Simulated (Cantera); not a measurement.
## Iron carbonyl, mercury and lead vapours: Fe(CO)5 + O2 + H2

Feed: 1 mol Fe(CO)5, a varied amount of O2, 2.8 mol H2, at 1350 K and 12000 Pa.

Method: chemical equilibrium by Gibbs-energy minimisation in Cantera with the NASA 1993 tables (ideal gas, pure condensed phases). Candidate condensed phases: C, C6H6, C7H8, C8H18, Fe, Fe(CO)5, FeO, Fe(OH)2, Fe(OH)3, Fe2O3, Fe3O4, H2O; 114 gas species. Mutual solubility and eutectic melting of coexisting phases are not modelled. The tables' stoichiometric FeO is somewhat more stable than real wüstite, so its field is too wide. FeO: taken at fixed stoichiometry. Rates play no part.

| n(O2) (mol) | x CO | x H2 | x CO2 | x H2O | x H | n Fe(γ) | n FeO(s) |
|---|---|---|---|---|---|---|---|
| 0.12 | 0.626 | 0.343 | 0.0148 | 0.0160 | 4.03e-6 | 1.00 | 0 |
| 0.17 | 0.620 | 0.336 | 0.0211 | 0.0225 | 3.99e-6 | 1.00 | 0 |
| 0.23 | 0.612 | 0.329 | 0.0287 | 0.0303 | 3.94e-6 | 1.00 | 0 |
| 0.32 | 0.601 | 0.317 | 0.0403 | 0.0418 | 3.87e-6 | 1.000 | 0 |
| 0.45 | 0.584 | 0.301 | 0.0573 | 0.0581 | 3.77e-6 | 1.000 | 0 |
| 0.62 | 0.561 | 0.280 | 0.0802 | 0.0788 | 3.64e-6 | 1.000 | 0 |
| 0.86 | 0.544 | 0.266 | 0.0974 | 0.0934 | 3.55e-6 | 0.768 | 0.232 |
| 1.2 | 0.544 | 0.266 | 0.0974 | 0.0934 | 3.55e-6 | 0.0882 | 0.912 |
| 1.7 | 0.478 | 0.215 | 0.163 | 0.144 | 3.19e-6 | 0 | 1.000 |
| 2.3 | 0.384 | 0.155 | 0.257 | 0.204 | 2.71e-6 | 0 | 1.000 |
x: gas mole fraction; n: condensed amount in mol.

From 0.12 mol O2 to 0.62 mol O2 the condensed part is Fe(γ). From 0.86 mol O2 to 1.2 mol O2 the condensed part is Fe(γ) + FeO(s). From 1.7 mol O2 to 2.3 mol O2 the condensed part is FeO(s). The main Fe-bearing gas is Fe at 0.12 mol O2 and Fe(OH)2 at 2.3 mol O2.
